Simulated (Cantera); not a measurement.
Input: 1 mol Si, 0.68 mol F₂, a varied amount of NF₃, held at 1100 °C and 0.133 bar.

Method: chemical equilibrium by Gibbs-energy minimisation in Cantera with the NASA 1993 tables (ideal gas, pure condensed phases). Candidate condensed phases: Si, Si₃N₄; 16 gas species. The tables' values for SiF₃, SiF₂ are old estimates; treat these amounts as uncertain. The numbers say what is thermodynamically allowed, not how fast it happens.

x: gas mole fraction; n: condensed amount in mol.

```tsv
n(NF₃) (mol)	x SiF₄	x F	x N₂	x F₂	x SiF₃	n Si₃N₄(s)
0.67	0.774	<1e-12	0.215	<1e-12	0.0105	0.0515
1.3	0.347	0.416	0.226	0.0107	<1e-12	0
1.9	?	?	0.194	?	<1e-12	0
2.6	0.138	0.657	0.179	0.0266	<1e-12	0
3.2	?	0.691	0.172	0.0294	<1e-12	0
3.8	0.0884	0.712	0.168	0.0313	<1e-12	0
4.5	0.0732	0.729	0.165	0.0328	<1e-12	0
5.1	0.0638	0.740	0.163	0.0338	<1e-12	0
5.7	0.0565	0.748	0.161	0.0345	<1e-12	0
```

Task: Some entries are withheld; supply them.

Result: 
- 3.2, x SiF₄: 0.108
- 1.9, x SiF₄: 0.204
- 1.9, x F: 0.582
- 1.9, x F₂: 0.0209
